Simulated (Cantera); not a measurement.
SiC + Si + H2 (sublimation and decomposition of ceramics)

Input: 1 mol SiC, 0.0025 mol Si, a varied amount of H2, held at 2623 K and 1.00 bar.

Cantera equilibrium calculation (NASA polynomials, part measured and part estimated; ideal gas, pure solids and liquids). Candidate condensed phases: C, C6H6, C7H8, C8H18, Si, SiC; 87 gas species. Mutual solubility and eutectic melting of coexisting phases are not modelled. Gases not in the tables: Si2H6 and higher silanes. Kinetics and transport are ignored.

From 0.023 mol H2 to 0.14 mol H2 the condensed part is Si(l) + SiC(s). At 0.21 mol H2 the condensed part is SiC(s). The main Si-bearing gas is Si throughout.

```
n(H2) (mol)   x H2     x H    x Si    x SiH   n Si(l)  n SiC(s)
-----------  -----  ------  ------  -------  --------  --------
0.023        0.939  0.0408  0.0114  0.00244   0.00215     1.000
0.034        0.939  0.0408  0.0114  0.00244   0.00198     1.000
0.048        0.939  0.0408  0.0114  0.00244   0.00177     1.000
0.07         0.939  0.0408  0.0114  0.00244   0.00144     1.000
0.1          0.939  0.0408  0.0114  0.00244  0.000985     0.999
0.14         0.939  0.0408  0.0114  0.00244  0.000379     0.999
0.21         0.941  0.0408  0.0101  0.00217         0     0.998
```
x: gas mole fraction; n: condensed amount in mol.
